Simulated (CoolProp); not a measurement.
A simple Rankine cycle with cyclopentane: condensing at 311.15 K, boiler at 0.662 MPa, turbine inlet 433.9 K, turbine efficiency 0.7, pump efficiency 0.8, no recuperator. Each further row changes one setting.

Model: reference Helmholtz-energy equation of state, Gedanitz 2015, in CoolProp.

| case | thermal efficiency (%) | net work (kJ/kg) | heat in (kJ/kg) | turbine exit temperature (K) | volume ratio over the turbine |
|---|---|---|---|---|---|
| as stated | [?] | [?] | 575 | [?] | 9.27 |
| turbine inlet 453.9 K | 12.2 | 74.8 | 615 | 406.0 | 9.23 |
| condensing temperature 303.15 K | 13.4 | 79.3 | 590 | 379.2 | [?] |
| boiler pressure 0.463 MPa | 10.6 | [?] | 580 | 393.8 | 6.43 |
| turbine efficiency 0.6 | [?] | 60.4 | 575 | 391.1 | [?] |

**Question.** Some entries are withheld; supply them.

**Answer.** 
- as stated, thermal efficiency (%): 12.3
- as stated, net work (kJ/kg): 70.6
- as stated, turbine exit temperature (K): 384.9
- condensing temperature 303.15 K, volume ratio over the turbine: 12.3
- boiler pressure 0.463 MPa, net work (kJ/kg): 61.3
- turbine efficiency 0.6, thermal efficiency (%): 10.5
- turbine efficiency 0.6, volume ratio over the turbine: 9.43
